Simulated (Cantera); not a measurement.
Feed: 1 mol borazine, 7.4 mol H₂O, 0.39 mol H₂, at 133 Pa.

Cantera equilibrium calculation (NASA polynomials, part measured and part estimated; ideal gas, pure solids and liquids). Candidate condensed phases: B, BN, B₂O₃, B₃O₃H₃, H₂O; 39 gas species. The feed counts by its element totals alone. The numbers say what is thermodynamically allowed, not how fast it happens. All values below are at 2075 K.

Base state: H₂ 0.522, HBO₂ 0.155, H₂O 0.129, N₂ 0.105, H 0.0527, B₂O₃ 0.0217, BO 0.00610, HBO 0.00446 (mole fractions); condensed: gas only.

Question: What changes in the equilibrium state with this change: pressure from 133 Pa to 940 Pa?

Answer: 
| species | before | after |
|---|---|---|
| H₂ | 0.522 | 0.550 |
| HBO₂ | 0.155 | 0.160 |
| H₂O | 0.129 | 0.130 |
| H | 0.0527 | 0.0204 |
| B₂O₃ | 0.0217 | 0.0231 |
| N₂ | 0.105 | 0.107 |
| O₂ | 1.14e-5 | 1.48e-6 |
| O | 0.000108 | 1.46e-5 |
